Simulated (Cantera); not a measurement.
An isothermal, constant-pressure homogeneous reactor starts with N2O : H2O = 1 : 0.063 (molar parts), at 1250 K and 101000 Pa.

Computed with Cantera and GRI-Mech 3.0 (53 species, 325 reactions). GRI-Mech 3.0 was tuned for natural gas; its chemistry of N2O as a main component is partial and can be far from experiment. The mechanism lacks the step 2 NO + O2 → 2 NO2, which can matter for NO2 below about 1400 K. The temperature is held fixed by assumption; the heat of reaction is taken as removed at once.

One state of this run: x N2O = 5.10e-7; x H2O = 0.0403; x OH = 3.98e-6; x NO2 = 0.000760; x O = 3.76e-8; x HO2 = 1.88e-8; x NO = 0.0476. x: mole fraction; the columns are a selection and need not sum to one.

### Question
Which value of t (s) does it belong to?
A) 0.243
B) 4.00e-6
C) 0.0388
D) 60.0

### Answer
D, 60.0
